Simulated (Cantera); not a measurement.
An isothermal, constant-pressure homogeneous reactor starts with NO : N₂ : H₂O = 1 : 0.26 : 0.0075 (molar parts), at 2173 K and 110000 Pa.

Computed with Cantera and GRI-Mech 3.0 (53 species, 325 reactions).

x: mole fraction; the columns are a selection and need not sum to one.

```tsv
t (s)	x NO	x NO₂	x O	x N₂O	x N₂
8.00e-5	0.788	8.25e-5	___	0.000147	0.205
0.000208	0.788	0.000119	___	0.000229	0.206
0.000538	0.785	0.000143	___	0.000253	0.207
0.00140	0.780	0.000196	___	0.000258	0.209
0.00362	0.765	0.000282	___	0.000254	0.217
0.00940	0.726	0.000409	___	0.000231	0.236
0.0244	0.629	0.000546	___	0.000171	0.285
0.0632	0.429	0.000551	___	7.74e-5	0.385
0.164	0.173	0.000290	___	1.27e-5	0.512
0.426	0.0405	7.47e-5	0.00133	1.27e-6	0.579
1.10	0.0155	2.91e-5	0.00135	7.25e-7	0.591
2.86	0.0140	2.63e-5	0.00135	7.09e-7	0.592
7.43	0.0140	2.63e-5	0.00135	7.09e-7	0.592
19.3	0.0140	2.63e-5	0.00135	7.09e-7	0.592
50.0	0.0140	2.63e-5	0.00135	7.09e-7	0.592
```

Task: Fill in the missing entries.

Result: 
- 8.00e-5, x O: 8.06e-5
- 0.000208, x O: 0.000132
- 0.000538, x O: 0.000161
- 0.00140, x O: 0.000212
- 0.00362, x O: 0.000297
- 0.00940, x O: 0.000437
- 0.0244, x O: 0.000653
- 0.0632, x O: 0.000944
- 0.164, x O: 0.00121
